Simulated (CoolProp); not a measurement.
Vapour pressure (bar) of cis-2-butene: the reference equation beside estimates from Tc = 435.8 K, pc = 42.36 bar, ω = 0.202. Clausius-Clapeyron is anchored at 346.4 K with a constant enthalpy of vaporisation of 18.71 kJ/mol.

The numbers come from the reference Helmholtz-energy equation of state, Lemmon 2005 in CoolProp. It is a short technical equation, of lower accuracy than the large ones.

```tsv
T (K)	reference	Lee-Kesler	Clausius-Clapeyron	van der Waals	Redlich-Kwong	Soave-Redlich-Kwong	Peng-Robinson
346.4	7.978	8.034	7.978	15.77	9.958	8.072	7.978
355	9.691	9.757	9.338	17.66	11.84	9.823	9.702
363.6	11.66	11.74	10.85	19.68	13.95	11.84	11.69
372.2	13.91	13.99	12.52	21.84	16.31	14.14	13.97
380.9	16.50	16.59	14.37	24.17	18.95	16.79	16.59
389.5	19.40	19.49	16.37	26.62	21.83	19.74	19.52
398.1	22.66	22.75	18.55	29.21	24.99	23.05	22.83
406.8	26.37	26.45	20.93	31.99	28.48	26.78	26.57
```

Absolute difference from the reference over all 8 rows, mean and median: Lee-Kesler 0.5 and 0.6 %, Clausius-Clapeyron 11.0 and 11.5 %, van der Waals 55.0 and 51.7 %, Redlich-Kwong 16.2 and 16.1 %, Soave-Redlich-Kwong 1.6 and 1.6 %, Peng-Robinson 0.4 and 0.5 %.
